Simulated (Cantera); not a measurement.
Feed: 1 mol Si2H6, 0.018 mol HCl, 87 mol H2, at 1348.15 K and 24.0 mbar.

Cantera equilibrium calculation (NASA polynomials, part measured and part estimated; ideal gas, pure solids and liquids). Candidate condensed phases: Si; 19 gas species. The feed counts by its element totals alone. Kinetics and transport are ignored.

Base state: H2 1.000, HCl 0.000200, H 1.50e-5 (mole fractions); condensed: Si(s).

**Question.** What changes in the equilibrium state with this change: Si2H6 replaced by SiH2Cl2?

**Answer.** 
```json
[
 {"species": "H2", "before": "1.000", "after": "0.979"},
 {"species": "HCl", "before": "0.000200", "after": "0.0202"},
 {"species": "SiCl2", "before": "1.12e-7", "after": "0.00117"},
 {"species": "SiCl3", "before": "<1e-9", "after": "2.75e-5"},
 {"species": "H", "before": "1.50e-5", "after": "1.48e-5"},
 {"species": "Si(s), mol", "before": "2.00", "after": "0.892"}
]
```
The tables' values for SiCl3 are old estimates; treat these amounts as uncertain.
